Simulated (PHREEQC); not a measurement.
A column of 0.1 m (40 cells, dispersivity 0.0035 m, 720 s a shift, diffusion coefficient 3e-10 m²/s) holds 0.0083 eq of the database's cation exchanger X per kg of pore water, first in equilibrium with 0.039 mol MnCl2 and 1e-05 mol HCl per kg of water. It is flushed with 9.9 mmol/kgw CaCl2 and 0.01 mmol/kgw HCl, at 40 °C. Values are for the last cell. The system is closed to CO2. No solid was allowed to form.

Model: ion-association model, phreeqc.dat, run in PHREEQC.

```json
[
 {"pore volumes": "0", "Ca in solution (mol/kgw)": "0", "Mn in solution (mol/kgw)": "0.0390", "Cl in solution (mol/kgw)": "0.0780", "MnX2 on the exchanger (mol/kgw)": "0.00415", "CaX2 on the exchanger (mol/kgw)": "0"},
 {"pore volumes": "0.2125", "Ca in solution (mol/kgw)": "0", "Mn in solution (mol/kgw)": "0.0390", "Cl in solution (mol/kgw)": "0.0780", "MnX2 on the exchanger (mol/kgw)": "0.00415", "CaX2 on the exchanger (mol/kgw)": "0"},
 {"pore volumes": "0.3125", "Ca in solution (mol/kgw)": "1.42e-10", "Mn in solution (mol/kgw)": "0.0390", "Cl in solution (mol/kgw)": "0.0780", "MnX2 on the exchanger (mol/kgw)": "0.00415", "CaX2 on the exchanger (mol/kgw)": "3.69e-11"},
 {"pore volumes": "0.5125", "Ca in solution (mol/kgw)": "4.05e-6", "Mn in solution (mol/kgw)": "0.0388", "Cl in solution (mol/kgw)": "0.0776", "MnX2 on the exchanger (mol/kgw)": "0.00415", "CaX2 on the exchanger (mol/kgw)": "1.06e-6"},
 {"pore volumes": "0.6125", "Ca in solution (mol/kgw)": "3.71e-5", "Mn in solution (mol/kgw)": "0.0378", "Cl in solution (mol/kgw)": "0.0756", "MnX2 on the exchanger (mol/kgw)": "0.00414", "CaX2 on the exchanger (mol/kgw)": "9.90e-6"},
 {"pore volumes": "0.8125", "Ca in solution (mol/kgw)": "0.000407", "Mn in solution (mol/kgw)": "0.0311", "Cl in solution (mol/kgw)": "0.0630", "MnX2 on the exchanger (mol/kgw)": "(withheld)", "CaX2 on the exchanger (mol/kgw)": "0.000127"},
 {"pore volumes": "0.9125", "Ca in solution (mol/kgw)": "0.000802", "Mn in solution (mol/kgw)": "0.0261", "Cl in solution (mol/kgw)": "0.0538", "MnX2 on the exchanger (mol/kgw)": "0.00387", "CaX2 on the exchanger (mol/kgw)": "0.000283"},
 {"pore volumes": "1.113", "Ca in solution (mol/kgw)": "0.00200", "Mn in solution (mol/kgw)": "0.0165", "Cl in solution (mol/kgw)": "(withheld)", "MnX2 on the exchanger (mol/kgw)": "0.00324", "CaX2 on the exchanger (mol/kgw)": "0.000915"},
 {"pore volumes": "1.312", "Ca in solution (mol/kgw)": "0.00385", "Mn in solution (mol/kgw)": "0.00965", "Cl in solution (mol/kgw)": "0.0270", "MnX2 on the exchanger (mol/kgw)": "0.00216", "CaX2 on the exchanger (mol/kgw)": "0.00199"},
 {"pore volumes": "1.413", "Ca in solution (mol/kgw)": "0.00498", "Mn in solution (mol/kgw)": "0.00711", "Cl in solution (mol/kgw)": "0.0242", "MnX2 on the exchanger (mol/kgw)": "0.00159", "CaX2 on the exchanger (mol/kgw)": "0.00256"},
 {"pore volumes": "1.613", "Ca in solution (mol/kgw)": "0.00714", "Mn in solution (mol/kgw)": "0.00351", "Cl in solution (mol/kgw)": "0.0213", "MnX2 on the exchanger (mol/kgw)": "0.000733", "CaX2 on the exchanger (mol/kgw)": "0.00342"},
 {"pore volumes": "1.712", "Ca in solution (mol/kgw)": "0.00797", "Mn in solution (mol/kgw)": "0.00236", "Cl in solution (mol/kgw)": "0.0207", "MnX2 on the exchanger (mol/kgw)": "(withheld)", "CaX2 on the exchanger (mol/kgw)": "0.00367"},
 {"pore volumes": "1.913", "Ca in solution (mol/kgw)": "0.00904", "Mn in solution (mol/kgw)": "0.000994", "Cl in solution (mol/kgw)": "0.0201", "MnX2 on the exchanger (mol/kgw)": "0.000190", "CaX2 on the exchanger (mol/kgw)": "0.00396"},
 {"pore volumes": "2.112", "Ca in solution (mol/kgw)": "0.00955", "Mn in solution (mol/kgw)": "(withheld)", "Cl in solution (mol/kgw)": "0.0199", "MnX2 on the exchanger (mol/kgw)": "7.35e-5", "CaX2 on the exchanger (mol/kgw)": "0.00408"},
 {"pore volumes": "2.212", "Ca in solution (mol/kgw)": "0.00968", "Mn in solution (mol/kgw)": "0.000243", "Cl in solution (mol/kgw)": "0.0199", "MnX2 on the exchanger (mol/kgw)": "4.51e-5", "CaX2 on the exchanger (mol/kgw)": "0.00410"},
 {"pore volumes": "2.413", "Ca in solution (mol/kgw)": "0.00982", "Mn in solution (mol/kgw)": "(withheld)", "Cl in solution (mol/kgw)": "0.0198", "MnX2 on the exchanger (mol/kgw)": "1.67e-5", "CaX2 on the exchanger (mol/kgw)": "0.00413"},
 {"pore volumes": "2.513", "Ca in solution (mol/kgw)": "0.00985", "Mn in solution (mol/kgw)": "5.48e-5", "Cl in solution (mol/kgw)": "0.0198", "MnX2 on the exchanger (mol/kgw)": "1.01e-5", "CaX2 on the exchanger (mol/kgw)": "0.00414"},
 {"pore volumes": "2.712", "Ca in solution (mol/kgw)": "0.00988", "Mn in solution (mol/kgw)": "1.97e-5", "Cl in solution (mol/kgw)": "0.0198", "MnX2 on the exchanger (mol/kgw)": "3.62e-6", "CaX2 on the exchanger (mol/kgw)": "0.00415"},
 {"pore volumes": "2.812", "Ca in solution (mol/kgw)": "0.00989", "Mn in solution (mol/kgw)": "1.18e-5", "Cl in solution (mol/kgw)": "0.0198", "MnX2 on the exchanger (mol/kgw)": "2.16e-6", "CaX2 on the exchanger (mol/kgw)": "0.00415"},
 {"pore volumes": "3.013", "Ca in solution (mol/kgw)": "0.00990", "Mn in solution (mol/kgw)": "4.13e-6", "Cl in solution (mol/kgw)": "0.0198", "MnX2 on the exchanger (mol/kgw)": "7.58e-7", "CaX2 on the exchanger (mol/kgw)": "0.00415"}
]
```

Task: Fill in the missing entries.

Result: 
- 0.8125, MnX2 on the exchanger (mol/kgw): 0.00402
- 1.113, Cl in solution (mol/kgw): 0.0371
- 1.712, MnX2 on the exchanger (mol/kgw): 0.000475
- 2.112, Mn in solution (mol/kgw): 0.000393
- 2.413, Mn in solution (mol/kgw): 9.07e-5

Constants without temperature data keep their 25 °C values here.
